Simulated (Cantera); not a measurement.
Cantera run:

```python
import numpy as np
import cantera as ct

gas_names = """
    CL CL2 H HCL H2 Si SiCL SiCL2 SiCL3 SiCL4 SiH SiHCL3 SiH2 SiH2CL2 SiH3 SiH3CL SiH4 Si2 Si3
""".split()
cond_names = """
    Si(cr) Si(L)
""".split()


# ... load() reads the species with a 1 bar reference pressure and builds the phases ...
atoms = {
    'Si': {'Si': 1},
    'HCl': {'H': 1, 'CL': 1},
    'H2': {'H': 2},
}
top_T = {}  # K; cautious upper limits of use, not melting points


# ... equilibrate(T, P, feed) seeds the gas with the atoms and calls Mixture.equilibrate('TP', solver="vcs", rtol=1e-11, max_steps=5000) ...
results = []
feed = {'Si': 1, 'HCl': 1.8, 'H2': 0.55}  # mol
T = 500  # K
P = 10000  # Pa
mix = equilibrate(T, P, feed)
results.append((T, P, feed, dict(zip(mix.species_names, mix.species_moles))))
x = sorted(zip(gas.X, gas.species_names), reverse=True)
print(f"T = {T:g} K  P = {P:g} Pa  gas = {mix.phase_moles(0):.4g} mol")
print("   x: " + "  ".join(f"{s} {v:.3e}" for v, s in x if v > 1e-06))
print("   condensed (mol): " + ("  ".join(f"{mix.phase(i).name} {mix.phase_moles(i):.4g}"
      for i in range(1, mix.n_phases) if mix.phase_moles(i) > 1e-12) or "none"))
```

Result:

```
T = 500 K  P = 10000 Pa  gas = 1.872 mol
   x: H2 7.445e-01  SiCL4 1.958e-01  SiHCL3 5.901e-02  SiH2CL2 6.104e-04  HCL 3.936e-06  SiH3CL 1.082e-06
   condensed (mol): Si(cr) 0.5218
```

Equilibrium computed with Cantera from the NASA thermochemical tables; the gas is ideal and each condensed phase is pure.
